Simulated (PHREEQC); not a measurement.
Make-up at 35 °C: 0.11 mol/kgw H2SO4, 0.0021 mol/kgw Li2SO4 and 0.0015 mol/kgw CdSO4. Closed to the air; pH follows from the charge balance.

All values are PHREEQC results (ion-association model, phreeqc.dat), not measurements.

Precipitation was switched off in this run.

Q: Order these Cd species by the share of Cd that they hold, largest first: Cd+2, Cd(SO4)2-2, CdSO4.

A: Cd+2 (60 %), CdSO4 (34 %), Cd(SO4)2-2 (6.4 %)

The pH is 0.99 and the ionic strength 0.150 mol/kgw.
